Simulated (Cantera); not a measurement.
A Cantera script and its output.

```python
import numpy as np
import cantera as ct

gas = ct.Solution("gri30.yaml")
gas.TPX = 1050, 2666, {'C2H6': 1, 'N2': 69}
reactor = ct.IdealGasConstPressureReactor(gas, energy="off", clone=False)
net = ct.ReactorNet([reactor])
net.rtol, net.atol = 1e-08, 1e-18
show = ['C2H6', 'C2H4', 'H', 'HCN', 'CH4', 'CH3']
times = np.geomspace(1e-06, 100, 13)

steps = ct.SolutionArray(gas, extra=["t"])
rows = []
print(f"{'t/s':>10s}{'T/K':>9s}{'P/Pa':>11s}" + "".join(f"{s:>11s}" for s in show))
for t in times:
    while net.time < t:
        t_next = net.step()
        steps.append(gas.state, t=t_next)
    rows.append([np.interp(t, steps.t, y) for y in (steps.T, steps.P, *steps(*show).X.T)])
    print(f"{t:10.3e}{rows[-1][0]:9.1f}{rows[-1][1]:11.4g}" + "".join(f"{x:11.3e}" for x in rows[-1][2:]))
rate = np.gradient(steps.T, steps.t)
print("integrator steps:", len(steps.t))
if steps.T.max() > steps.T[0] + 200:
    print(f"time of steepest temperature rise: {steps.t[rate.argmax()]:.4e} s")
gas.TPX = 1050, 2666, {'C2H6': 1, 'N2': 69}
gas.equilibrate("TP")
print(f"equilibrium (TP): T = {gas.T:.1f} K  " + "  ".join(f"{s} {gas[s].X[0]:.3e}" for s in show))
```

Result:

```
       t/s      T/K       P/Pa       C2H6       C2H4          H        HCN        CH4        CH3
 1.000e-06   1050.0       2666  1.429e-02  2.517e-18  3.880e-15  2.241e-32  8.531e-16  4.871e-11
 4.642e-06   1050.0       2666  1.429e-02  7.279e-17  1.783e-14  1.671e-30  1.714e-14  2.261e-10
 2.154e-05   1050.0       2666  1.429e-02  3.623e-15  8.092e-14  1.497e-28  3.675e-13  1.049e-09
 1.000e-04   1050.0       2666  1.429e-02  2.800e-13  5.078e-13  1.457e-26  7.870e-12  4.864e-09
 4.642e-04   1050.0       2666  1.429e-02  2.526e-11  1.314e-11  1.446e-24  1.691e-10  2.244e-08
 2.154e-03   1050.0       2666  1.429e-02  2.344e-09  3.814e-10  4.922e-22  3.576e-09  1.014e-07
 1.000e-02   1050.0       2666  1.429e-02  2.153e-07  8.170e-09  7.807e-18  7.090e-08  4.156e-07
 4.642e-02   1050.0       2666  1.427e-02  1.523e-05  1.092e-07  5.478e-14  1.114e-06  1.259e-06
 2.154e-01   1050.0       2666  1.393e-02  3.317e-04  3.202e-07  3.258e-12  1.673e-05  3.910e-06
 1.000e+00   1050.0       2666  1.188e-02  2.265e-03  3.879e-07  9.719e-12  1.368e-04  4.078e-06
 4.642e+00   1050.0       2666  4.700e-03  8.589e-03  5.385e-07  1.554e-11  6.779e-04  2.414e-06
 2.154e+01   1050.0       2666  1.475e-04  1.031e-02  2.247e-07  1.780e-11  1.124e-03  2.860e-07
 1.000e+02   1050.0       2666  7.322e-06  8.178e-03  5.617e-08  1.781e-11  1.146e-03  6.103e-08
integrator steps: 1094
equilibrium (TP): T = 1050.0 K  C2H6 2.278e-07  C2H4 3.411e-04  H 7.280e-09  HCN 1.610e-02  CH4 4.242e-03  CH3 2.595e-08
```

Detailed kinetics in Cantera: GRI-Mech 3.0 (53 species, 325 reactions). GRI-Mech 3.0 stops at C3 and has no aromatics, soot or wall deposition, so with more carbon than oxygen in the feed, carbon stays in small species such as C2H2 where larger ones or solid carbon would form. Radical loss at walls, strong at low pressure, is not modelled.
